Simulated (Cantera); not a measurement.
Mixture: CH4 : O2 : N2 = 1 : 3.45 : 13 (molar parts), equivalence ratio 0.58, at 14300 Torr, adiabatic and at constant volume. Ignition delay is the time to a rise of 400 K.

Computed with Cantera and GRI-Mech 3.0 (53 species, 325 reactions). The pressure lies above the range GRI-Mech 3.0 was tuned for (to about 10 atm).

Task: What does this change do: pressure from 14300 Torr to 1050 Torr?

Result: 
```tsv
quantity	before	after
delay at 1225 K	1.36 ms	17.6 ms
delay at 1425 K	0.164 ms	1.52 ms
delay at 1625 K	29.3 µs	0.247 ms
delay at 1825 K	7.17 µs	65.9 µs
delay at 2025 K	2.33 µs	23.8 µs
apparent activation energy between 1825 and 2025 K	170 kJ/mol	160 kJ/mol
```
